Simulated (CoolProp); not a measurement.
Values from CoolProp's reference Helmholtz-energy equation of state, Lemmon 2005. It is a short technical equation, of lower accuracy than the large ones.

Problem. For 1-butene, give the phase and the density (kg/m³), cp (kJ/(kg K)), cv (kJ/(kg K)), isothermal compressibility (1/MPa) at 315.8 K and 3 MPa; 353.9 K and 3 MPa; 506 K and 3 MPa.

Solution. 
- 315.8 K and 3 MPa: liquid; density 571, cp 2.38, cv 1.63, isothermal compressibility 0.00381
- 353.9 K and 3 MPa: liquid; density 516, cp 2.65, cv 1.76, isothermal compressibility 0.00773
- 506 K and 3 MPa: gas; density 47.0, cp 2.52, cv 2.22, isothermal compressibility 0.394
